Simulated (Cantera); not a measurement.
A perfectly stirred reactor is fed with 85.5 % NO, 14.5 % N2, at 101000 Pa; it is held at 1723 K, and followed from long to short residence time.

Cantera simulation using GRI-Mech 3.0 (53 species, 325 reactions); the numbers are that mechanism's predictions, not measurements.

Task: Predict: x(NO) at τ = 3.30 s; x(O) at τ = 3.30 s; x(O2) at τ = 3.30 s; x(N2) at τ = 3.30 s; x(N2O) at τ = 3.30 s; x(NO) at τ = 50.0 ms; x(O) at τ = 50.0 ms; x(O2) at τ = 50.0 ms; x(N2) at τ = 50.0 ms; x(N2O) at τ = 50.0 ms.

Result: 
| Item | Value |
|---|---|
| x(NO) at τ = 3.30 s | 0.579 |
| x(O) at τ = 3.30 s | 2.16e-5 |
| x(O2) at τ = 3.30 s | 0.137 |
| x(N2) at τ = 3.30 s | 0.283 |
| x(N2O) at τ = 3.30 s | 0.000129 |
| x(NO) at τ = 50.0 ms | 0.846 |
| x(O) at τ = 50.0 ms | 6.45e-6 |
| x(O2) at τ = 50.0 ms | 0.00373 |
| x(N2) at τ = 50.0 ms | 0.149 |
| x(N2O) at τ = 50.0 ms | 0.000267 |
